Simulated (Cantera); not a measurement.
Input: 1 mol FeCl3, 0.088 mol O2, 0.26 mol N2, at 2198.15 K and 0.100 bar.

Cantera equilibrium calculation (NASA polynomials, part measured and part estimated; ideal gas, pure solids and liquids). Candidate condensed phases: Fe, FeCl2, FeCl3, FeO, Fe2O3, Fe3O4; 19 gas species. Rates play no part.

Task: What is the equilibrium state?

Result: 
| Item | Value |
|---|---|
| x(FeCl2) | 0.427 |
| x(Cl) | 0.412 |
| x(N2) | 0.111 |
| x(O2) | 0.0359 |
| x(Cl2) | 0.00783 |
| x(FeCl3) | 0.00242 |
| x(NO) | 0.00195 |
| x(O) | 0.00160 |
| x(ClO) | 0.000325 |
| gas amount | 2.326 mol |
| log10 activity of FeCl2(l) (absent) | -3.21 |
| log10 activity of Fe(l) (absent) | -3.51 |
